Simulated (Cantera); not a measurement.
Cantera with NASA thermochemical tables; ideal gases at 1 bar, condensed phases pure. Values are per mole of reaction as written; species without (g) are pure solids or liquids, kept so even where they would boil at 1 bar. ZrN: taken at fixed stoichiometry.

12 OH(g) + 6 ZrN ⇌ N2(g) + 6 ZrO2 + 4 NH3(g)

```tsv
T (K)	ΔH° (kJ)	ΔS° (J/K)	ΔG° (kJ)	log10 K
625	(withheld)	(withheld)	(withheld)	(withheld)
700	-5064.0	-1210.3	-4216.8	314.66
775	-5063.7	-1209.9	-4126.1	278.09
850	-5062.8	-1208.7	-4035.4	247.98
925	-5061.2	-1206.9	-3944.8	222.76
1000	(withheld)	(withheld)	(withheld)	(withheld)
1075	(withheld)	(withheld)	(withheld)	(withheld)
1150	(withheld)	(withheld)	(withheld)	(withheld)
1225	-5052.0	-1198.4	-3584.0	152.82
```

Complete the blanks.


- 625, ΔH° (kJ): -5063.6
- 625, ΔS° (J/K): -1209.6
- 625, ΔG° (kJ): -4307.6
- 625, log10 K: 360.00
- 1000, ΔH° (kJ): -5059.2
- 1000, ΔS° (J/K): -1204.9
- 1000, ΔG° (kJ): -3854.3
- 1000, log10 K: 201.33
- 1075, ΔH° (kJ): -5057.0
- 1075, ΔS° (J/K): -1202.8
- 1075, ΔG° (kJ): -3764.1
- 1075, log10 K: 182.89
- 1150, ΔH° (kJ): -5054.6
- 1150, ΔS° (J/K): -1200.6
- 1150, ΔG° (kJ): -3673.9
- 1150, log10 K: 166.87
